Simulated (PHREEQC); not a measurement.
1.1 g of hydrous ferric oxide (600 m²/g; 0.2 weak and 0.005 strong sites per Fe, Dzombak-Morel constants, diffuse double layer) in 1 kg of water with 0.01 mol/kgw of an inert sodium salt and 0.00023 mol Ag2SO4, 3.3e-06 mol ZnCl2 and 5.6e-05 mol CaCl2, at 25 °C; the pH is set by adding NaOH or the inert anion's acid. O2 is buffered at 0.21 atm. No CO2 enters from the air. Nothing may precipitate in this run.

Base run: PHREEQC, ion-association model, wateq4f.dat. Each further column changes one thing. The table gives Ag sorbed (%).

```json
[
 {"pH": "4", "base": "0.3", "no electrostatic term (-no_edl)": "0.0", "background salt from 0.01 to 0.001 mol/kgw": "0.5", "oxide from 1.1 to 5.5 g/kgw": "1.6"},
 {"pH": "5.12", "base": "4.5", "no electrostatic term (-no_edl)": "0.1", "background salt from 0.01 to 0.001 mol/kgw": "5.1", "oxide from 1.1 to 5.5 g/kgw": "21.2"},
 {"pH": "5.88", "base": "10.3", "no electrostatic term (-no_edl)": "2.0", "background salt from 0.01 to 0.001 mol/kgw": "10.6", "oxide from 1.1 to 5.5 g/kgw": "46.0"},
 {"pH": "7", "base": "18.7", "no electrostatic term (-no_edl)": "14.7", "background salt from 0.01 to 0.001 mol/kgw": "19.0", "oxide from 1.1 to 5.5 g/kgw": "72.3"},
 {"pH": "8.12", "base": "54.4", "no electrostatic term (-no_edl)": "54.4", "background salt from 0.01 to 0.001 mol/kgw": "55.4", "oxide from 1.1 to 5.5 g/kgw": "93.7"},
 {"pH": "8.88", "base": "84.7", "no electrostatic term (-no_edl)": "79.7", "background salt from 0.01 to 0.001 mol/kgw": "85.2", "oxide from 1.1 to 5.5 g/kgw": "98.7"},
 {"pH": "10", "base": "98.5", "no electrostatic term (-no_edl)": "88.0", "background salt from 0.01 to 0.001 mol/kgw": "98.6", "oxide from 1.1 to 5.5 g/kgw": "99.9"}
]
```

In at least one series the solution becomes supersaturated in solids that the run did not let form, among them Cerargyrite.
